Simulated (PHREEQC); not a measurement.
Dissolve 1.8 mmol/kgw HCl, 87 mmol/kgw FeCl3 and 1.1 mmol/kgw KCl at 50 °C. Closed to the air; pH follows from the charge balance.

All values are PHREEQC results (ion-association model, phreeqc.dat), not measurements.

| Property | Value |
|---|---|
| pH | 1.75 |
| ionic strength | 0.343 mol/kgw |
| total alkalinity | -176 meq/kg |

```json
[
 {"species": "Cl-", "molality": "0.207", "activity": "0.137", "log γ": "-0.178"},
 {"species": "FeCl+2", "molality": "0.0476", "activity": "0.0111", "log γ": "-0.634"},
 {"species": "H+", "molality": "0.0233", "activity": "0.0179", "log γ": "-0.114"},
 {"species": "Fe+3", "molality": "0.0135", "activity": "0.00128", "log γ": "-1.023"},
 {"species": "FeOH+2", "molality": "0.00770", "activity": "0.00179", "log γ": "-0.634"},
 {"species": "Fe2(OH)2+4", "molality": "0.00630", "activity": "3.31e-5", "log γ": "-2.279"},
 {"species": "FeCl2+", "molality": "0.00470", "activity": "0.00326", "log γ": "-0.159"},
 {"species": "K+", "molality": "0.00110", "activity": "0.000725", "log γ": "-0.181"},
 {"species": "Fe3(OH)4+5", "molality": "0.000236", "activity": "6.50e-8", "log γ": "-3.561"},
 {"species": "Fe(OH)2+", "molality": "0.000112", "activity": "7.88e-5", "log γ": "-0.153"}
]
```

No solid was allowed to form. The solution is supersaturated, for example in Hematite (slow to form), Goethite (slow to form), so a real one may precipitate; this is no full list. Species that the database lacks are ignored. Constants without temperature data keep their 25 °C values here.
